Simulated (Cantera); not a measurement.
**NO annealing gas**

A perfectly stirred reactor is fed with NO : N2 = 1 : 1.8 (molar parts), at 1.00 atm; it is held at 1825 K, and followed from long to short residence time.

Cantera simulation using GRI-Mech 3.0 (53 species, 325 reactions); the numbers are that mechanism's predictions, not measurements.

| τ (s) | x NO | x O2 | x N2 | x NO2 | x N2O |
|---|---|---|---|---|---|
| 0.37 | 0.331 | 0.0131 | 0.656 | 0.000222 | 4.63e-5 |
| 0.18 | 0.343 | 0.00666 | 0.650 | 0.000183 | 5.00e-5 |
| 0.086 | 0.350 | 0.00321 | 0.646 | 0.000154 | 5.18e-5 |
| 0.042 | 0.354 | 0.00154 | 0.644 | 0.000136 | 5.20e-5 |
| 0.020 | 0.355 | 0.000691 | 0.644 | 0.000122 | 5.07e-5 |
| 0.0097 | 0.356 | 0.000296 | 0.643 | 0.000110 | 4.75e-5 |
| 0.0047 | 0.357 | 0.000111 | 0.643 | 9.33e-5 | 4.18e-5 |
| 0.0022 | 0.357 | 3.09e-5 | 0.643 | 6.86e-5 | 3.30e-5 |
| 0.0011 | 0.357 | 6.90e-6 | 0.643 | 4.23e-5 | 2.35e-5 |
| 0.00052 | 0.357 | 1.07e-6 | 0.643 | 2.02e-5 | 1.44e-5 |
x: mole fraction; the columns are a selection and need not sum to one.
